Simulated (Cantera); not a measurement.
Cantera run, input and output.

```python
import numpy as np
import cantera as ct

gas = ct.Solution("gri30.yaml")
gas.TPX = 700, 500000, {'CH3OH': 1, 'O2': 1.5, 'N2': 5.64}
inlet = ct.Reservoir(gas, clone=True)
gas.equilibrate("HP")  # start burning
reactor = ct.IdealGasConstPressureReactor(gas, energy="on", clone=False)
exhaust = ct.Reservoir(gas, clone=True)
tau = [0.048, 0.023, 0.011, 0.0056, 0.0028, 0.0013, 0.00066, 0.00032, 0.00016, 7.8e-05, 3.8e-05][0]
for a, b in ((inlet, reactor), (reactor, exhaust)):
    ct.MassFlowController(a, b, mdot=lambda t: reactor.mass / tau)
net = ct.ReactorNet([reactor])
show = ['CH3OH', 'O2', 'CO2', 'CH2CO', 'C2H', 'HO2', 'HCN']

rows = []
print(f"{'tau/s':>10s}{'T/K':>9s}" + "".join(f"{s:>11s}" for s in show))
for tau in [0.048, 0.023, 0.011, 0.0056, 0.0028, 0.0013, 0.00066, 0.00032, 0.00016, 7.8e-05, 3.8e-05]:
    net.initial_time = 0.0
    net.advance(30 * tau)
    before = gas.X
    net.advance(40 * tau)
    drift = np.max(np.abs(gas.X - before) / (gas.X + 1e-9))
    rows.append([gas.T, *gas[show].X, drift])
    print(f"{tau:10.3e}{gas.T:9.1f}" + "".join(f"{x:11.3e}" for x in gas[show].X))
```

It prints:

```
     tau/s      T/K      CH3OH         O2        CO2      CH2CO        C2H        HO2        HCN
 4.800e-02   2454.1  2.713e-07  7.503e-03  9.891e-02  1.653e-10  4.460e-14  2.354e-06  5.506e-08
 2.300e-02   2452.5  5.556e-07  7.776e-03  9.871e-02  3.363e-10  1.372e-13  2.459e-06  9.674e-08
 1.100e-02   2449.0  1.124e-06  8.246e-03  9.830e-02  6.730e-10  4.258e-13  2.649e-06  1.504e-07
 5.600e-03   2442.4  2.105e-06  8.907e-03  9.758e-02  1.243e-09  1.121e-12  2.946e-06  1.955e-07
 2.800e-03   2429.9  3.913e-06  9.876e-03  9.631e-02  2.267e-09  2.639e-12  3.451e-06  2.220e-07
 1.300e-03   2406.3  7.501e-06  1.137e-02  9.407e-02  4.233e-09  5.513e-12  4.428e-06  2.250e-07
 6.600e-04   2375.3  1.289e-05  1.312e-02  9.127e-02  7.178e-09  9.152e-12  5.930e-06  2.179e-07
 3.200e-04   2331.4  2.242e-05  1.543e-02  8.751e-02  1.301e-08  1.578e-11  8.663e-06  2.227e-07
 1.600e-04   2279.8  3.780e-05  1.805e-02  8.329e-02  2.536e-08  3.147e-11  1.304e-05  2.615e-07
 7.800e-05   2217.9  6.609e-05  2.120e-02  7.829e-02  5.808e-08  8.120e-11  2.052e-05  3.627e-07
 3.800e-05   2148.5  1.213e-04  2.503e-02  7.231e-02  1.534e-07  2.482e-10  3.342e-05  5.592e-07
```

Detailed kinetics in Cantera: GRI-Mech 3.0 (53 species, 325 reactions). GRI-Mech 3.0 was tuned for natural gas; its chemistry of methanol as a main component is partial and can be far from experiment.
